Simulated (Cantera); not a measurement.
# Thermodynamics of silicon epitaxy and polysilicon growth, feed Si₂Cl₆ + HCl + H₂

Charge: 1 mol Si₂Cl₆, 0.19 mol HCl, 240 mol H₂, equilibrated at 1000 Pa.

Equilibrium computed with Cantera from the NASA thermochemical tables; the gas is ideal and each condensed phase is pure. Candidate condensed phases: Si; 19 gas species. The feed counts by its element totals alone. The tables' values for SiCl₃ are old estimates; treat these amounts as uncertain. Rates play no part.

```json
[
 {"T (K)": "900", "log p H₂": "-2.01", "log p HCl": "-4.19", "log p SiCl₄": "-4.45", "log p SiCl₂": "-6.25", "log p SiHCl₃": "-4.81", "log p H": "-10.93", "n Si(s)": "0.728"},
 {"T (K)": "1000", "log p H₂": "-2.01", "log p HCl": "-3.85", "log p SiCl₄": "-4.73", "log p SiCl₂": "-5.47", "log p SiHCl₃": "-5.03", "log p H": "-9.65", "n Si(s)": "1.19"},
 {"T (K)": "1100", "log p H₂": "-2.01", "log p HCl": "-3.68", "log p SiCl₄": "-5.39", "log p SiCl₂": "-5.05", "log p SiHCl₃": "-5.54", "log p H": "-8.59", "n Si(s)": "1.57"},
 {"T (K)": "1200", "log p H₂": "-2.01", "log p HCl": "-3.65", "log p SiCl₄": "-6.35", "log p SiCl₂": "-4.91", "log p SiHCl₃": "-6.28", "log p H": "-7.71", "n Si(s)": "1.66"},
 {"T (K)": "1300", "log p H₂": "-2.01", "log p HCl": "-3.65", "log p SiCl₄": "-7.28", "log p SiCl₂": "-4.86", "log p SiHCl₃": "-6.98", "log p H": "-6.96", "n Si(s)": "1.65"},
 {"T (K)": "1400", "log p H₂": "-2.01", "log p HCl": "-3.65", "log p SiCl₄": "-8.09", "log p SiCl₂": "-4.82", "log p SiHCl₃": "-7.60", "log p H": "-6.32", "n Si(s)": "1.63"},
 {"T (K)": "1500", "log p H₂": "-2.01", "log p HCl": "-3.65", "log p SiCl₄": "-8.79", "log p SiCl₂": "-4.79", "log p SiHCl₃": "-8.14", "log p H": "-5.76", "n Si(s)": "1.60"},
 {"T (K)": "1600", "log p H₂": "-2.01", "log p HCl": "-3.66", "log p SiCl₄": "-9.41", "log p SiCl₂": "-4.77", "log p SiHCl₃": "-8.60", "log p H": "-5.27", "n Si(s)": "1.58"}
]
```
log p: log10 of the partial pressure in bar; n: condensed amount in mol.

From 900 K to 1600 K the condensed part is Si(s). The main Si-bearing gas is SiCl₄ at 900 K and SiCl₂ at 1600 K. The share of Si in condensed phases is highest at 1200 K (83.0 %) and lowest at 900 K (36.4 %).
